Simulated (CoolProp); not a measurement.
Saturation properties of carbon dioxide.

Model: reference Helmholtz-energy equation of state, Span 1996, in CoolProp.

```csv
T (°C),p (bar),liquid cp (kJ/(kg K)),liquid viscosity (µPa s)
-42.95,8.997,1.998,202
-40.15,9.990,2.011,193
-37.45,11.02,2.025,185
-34.75,12.13,2.041,177
-31.95,13.36,2.059,169
-29.25,14.64,2.079,162
-26.55,16.00,2.101,155
-23.75,17.51,2.126,148
-21.05,19.07,2.154,142
-18.35,20.72,2.185,136
-15.65,22.47,2.219,130
-12.85,24.40,2.260,124
-10.15,26.37,2.305,119
-7.45,28.46,2.356,114
```

Viscosity comes from a separate model (Laesecke 2017).
